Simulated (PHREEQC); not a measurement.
A solution holds 0.027 mol NaHSO4, 0.15 mol Na2HPO4 and 0.018 mol KCl per kg of water, at 71 °C. Closed to the air; pH follows from the charge balance.

Model: ion-association model, phreeqc.dat, run in PHREEQC.

**Question.** The ionic strength comes out as 0.451 mol/kgw. What activity coefficients do KSO4-, SO4-2, Na+, HPO4-2, NaHPO4- get?

**Answer.** KSO4- 0.68, SO4-2 0.19, Na+ 0.70, HPO4-2 0.20, NaHPO4- 0.68.

Precipitation was switched off in this run. Species that the database lacks are ignored. Away from 25 °C the constants follow the database's enthalpies or fits; those with neither stay at their 25 °C values.
